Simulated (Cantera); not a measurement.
A diamond (100) surface in a fixed gas of H2 with x(CH4) = 0.0052, x(CH3) = 0.00014, at 1400 K, 44.3 Torr; coverages are run to steady state.

Computed with Cantera and the Harris–Goodwin 1993 mechanism for the reconstructed diamond (100) surface.

One state of this run: growth (µm/h) = 4.27; θ c6HH = 0.324; θ c6H* = 0.0606; θ c6*H = 0.547; θ c6** = 0.0676. θ: site fractions in the mechanism's names (c6HH fully hydrogenated, c6H* and c6*H radical sites, c6** diradical, c6HM methylated).

### Question
Which value of x(H) does it belong to?
(A) 0.00025
(B) 0.061
(C) 0.0016
(D) 0.0039

### Answer
B, 0.061
